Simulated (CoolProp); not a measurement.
Vapour-liquid equilibrium of sulfur dioxide (1) + toluene (2) at 146 kPa; x and y are mole fractions of (1).

Model: multi-fluid Helmholtz-energy mixture model, Gao 2016 and Lemmon 2006; pair parameters Bell 2016, in CoolProp.

```json
[
 {"x": "0.05", "bubble temperature (°C)": "95.6", "y at the bubble point": "0.566", "dew temperature at overall composition x (°C)": "122.0", "liquid density (mol/L)": "8.890"},
 {"x": "0.125", "bubble temperature (°C)": "66.8", "y at the bubble point": "0.850", "dew temperature at overall composition x (°C)": "119.0", "liquid density (mol/L)": "9.670"},
 {"x": "0.2", "bubble temperature (°C)": "48.7", "y at the bubble point": "0.934", "dew temperature at overall composition x (°C)": "115.8", "liquid density (mol/L)": "10.40"},
 {"x": "0.275", "bubble temperature (°C)": "36.4", "y at the bubble point": "0.966", "dew temperature at overall composition x (°C)": "112.3", "liquid density (mol/L)": "11.12"},
 {"x": "0.35", "bubble temperature (°C)": "27.6", "y at the bubble point": "0.980", "dew temperature at overall composition x (°C)": "108.6", "liquid density (mol/L)": "11.87"},
 {"x": "0.425", "bubble temperature (°C)": "21.0", "y at the bubble point": "0.988", "dew temperature at overall composition x (°C)": "104.5", "liquid density (mol/L)": "12.67"},
 {"x": "0.5", "bubble temperature (°C)": "16.0", "y at the bubble point": "0.992", "dew temperature at overall composition x (°C)": "100.0", "liquid density (mol/L)": "13.53"},
 {"x": "0.575", "bubble temperature (°C)": "12.0", "y at the bubble point": "0.994", "dew temperature at overall composition x (°C)": "95.0", "liquid density (mol/L)": "14.47"},
 {"x": "0.65", "bubble temperature (°C)": "8.8", "y at the bubble point": "0.996", "dew temperature at overall composition x (°C)": "89.2", "liquid density (mol/L)": "15.51"},
 {"x": "0.725", "bubble temperature (°C)": "6.1", "y at the bubble point": "0.997", "dew temperature at overall composition x (°C)": "82.4", "liquid density (mol/L)": "16.67"},
 {"x": "0.8", "bubble temperature (°C)": "3.8", "y at the bubble point": "0.998", "dew temperature at overall composition x (°C)": "73.9", "liquid density (mol/L)": "17.97"},
 {"x": "0.875", "bubble temperature (°C)": "1.7", "y at the bubble point": "0.999", "dew temperature at overall composition x (°C)": "62.4", "liquid density (mol/L)": "19.46"},
 {"x": "0.95", "bubble temperature (°C)": "-0.3", "y at the bubble point": "1.000", "dew temperature at overall composition x (°C)": "43.2", "liquid density (mol/L)": "21.17"}
]
```

No azeotrope shows between x = 0.05 and 0.95.

Pair parameters are fitted to limited data, so mixtures are less certain than the pure fluids. The gap from Raoult's law changes sign with composition, which may be real or a fault of the pair parameters; it wasn't checked against measurements.
